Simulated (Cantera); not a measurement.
A perfectly stirred reactor is fed with 16.5 % H₂, 17.5 % O₂, 66.0 % N₂, at 9.87 atm; it is adiabatic with a 550 K inlet, and is followed from long to short residence time, starting on the burning branch (τ in s: 0.29, 0.12, 0.048, 0.019, 0.0078, 0.0032, 0.0013, 0.00052, 0.00021, 8.6e-05, 3.5e-05, 1.4e-05, 5.7e-06).

Detailed kinetics in Cantera: the H2/O2 subset of GRI-Mech 3.0, which has no nitrogen chemistry. The hydrogen kinetics of GRI-Mech 3.0 are dated; newer H2 mechanisms differ, most at raised pressure.

Predict: blow-out, bracketed by the residence times tried; x(H₂) at τ = 0.290 s; x(O₂) at τ = 0.290 s; x(H) at τ = 0.290 s; x(O) at τ = 0.290 s; x(H₂O₂) at τ = 0.290 s; x(H₂) at τ = 1.30 ms; x(O₂) at τ = 1.30 ms; x(H) at τ = 1.30 ms; x(O) at τ = 1.30 ms; x(H₂O₂) at τ = 1.30 ms.


| Item | Result |
|---|---|
| blow-out, bracketed by the residence times tried | burning at 5.70 µs, the shortest tried |
| x(H₂) at τ = 0.290 s | 1.42e-5 |
| x(O₂) at τ = 0.290 s | 0.101 |
| x(H) at τ = 0.290 s | 4.17e-7 |
| x(O) at τ = 0.290 s | 1.28e-5 |
| x(H₂O₂) at τ = 0.290 s | 1.67e-7 |
| x(H₂) at τ = 1.30 ms | 0.000406 |
| x(O₂) at τ = 1.30 ms | 0.100 |
| x(H) at τ = 1.30 ms | 1.76e-5 |
| x(O) at τ = 1.30 ms | 0.000116 |
| x(H₂O₂) at τ = 1.30 ms | 7.77e-7 |
